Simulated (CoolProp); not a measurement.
A single-stage vapour-compression cycle with carbonyl sulfide: evaporating at 193.15 K (dew point), condensing at 238.15 K (bubble point), superheat 5 K, subcooling 0 K, compressor efficiency 0.65, no pressure losses. Each further row changes one setting.

Values from CoolProp's reference Helmholtz-energy equation of state, Lemmon 2006. It is a short technical equation, of lower accuracy than the large ones.

```tsv
case	cooling COP	pressure ratio	discharge temperature (K)	refrigerating effect (kJ/kg)	volumetric capacity (kJ/m³)
as stated	2.25	9.77	381.4	278	204
evaporating temperature 198.15 K	?	7.16	360.7	281	?
condensing temperature 233.15 K	2.58	7.96	?	284	208
subcooling 5 K	?	9.77	381.4	284	208
superheat 15 K	?	9.77	396.9	284	198
compressor efficiency 0.55	1.90	9.77	410.7	278	204
```

Task: What belongs in the gaps?

Result: 
- evaporating temperature 198.15 K, cooling COP: 2.67
- evaporating temperature 198.15 K, volumetric capacity (kJ/m³): 274
- condensing temperature 233.15 K, discharge temperature (K): 363.0
- subcooling 5 K, cooling COP: 2.30
- superheat 15 K, cooling COP: 2.20
